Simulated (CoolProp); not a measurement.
Vapour pressure (MPa) of R236FA: the reference equation beside estimates from Tc = 124.9 °C, pc = 3.191 MPa, ω = 0.377.

Model: reference Helmholtz-energy equation of state, Pan 2012, in CoolProp.

```csv
T (°C),reference,Lee-Kesler,Peng-Robinson
-68.95,0.001843,0.001801,0.002013
-48.15,0.008737,0.008500,0.009062
-27.35,0.03002,0.02945,?
-6.55,0.08168,0.08101,?
14.35,0.1876,0.1877,0.1868
35.15,0.3769,0.3787,0.3756
55.95,0.6856,0.6892,0.6856
76.75,1.156,?,1.161
```

Task: Complete the blanks.

Result: 
- -27.35, Peng-Robinson: 0.03034
- -6.55, Peng-Robinson: 0.08160
- 76.75, Lee-Kesler: 1.160

Absolute difference from the reference over all 8 rows, mean and median: Lee-Kesler 1.1 and 0.7 %, Peng-Robinson 1.9 and 0.4 %.
